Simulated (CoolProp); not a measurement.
A single-stage vapour-compression cycle with R134a: evaporating at 296.15 K (dew point), condensing at 337.15 K (bubble point), superheat 8 K, subcooling 0 K, compressor efficiency 0.9, no pressure losses. Each further row changes one setting.

Values from CoolProp's reference Helmholtz-energy equation of state, Tillner-Roth 1994.

| case | cooling COP | pressure ratio | discharge temperature (K) | refrigerating effect (kJ/kg) | volumetric capacity (kJ/m³) |
|---|---|---|---|---|---|
| as stated | ? | 2.95 | 350.2 | 125 | 3640 |
| evaporating temperature 301.15 K | 5.77 | 2.54 | 349.6 | ? | 4320 |
| condensing temperature 332.15 K | ? | 2.62 | ? | ? | 3880 |
| subcooling 5 K | ? | 2.95 | 350.2 | ? | 3890 |
| superheat 18 K | 4.94 | 2.95 | 359.5 | 135 | 3730 |
| compressor efficiency 0.8 | 4.31 | 2.95 | 352.8 | 125 | 3640 |

Q: Some entries are withheld; supply them.

A: 
- as stated, cooling COP: 4.85
- evaporating temperature 301.15 K, refrigerating effect (kJ/kg): 128
- condensing temperature 332.15 K, cooling COP: 5.79
- condensing temperature 332.15 K, discharge temperature (K): 344.7
- condensing temperature 332.15 K, refrigerating effect (kJ/kg): 133
- subcooling 5 K, cooling COP: 5.18
- subcooling 5 K, refrigerating effect (kJ/kg): 134
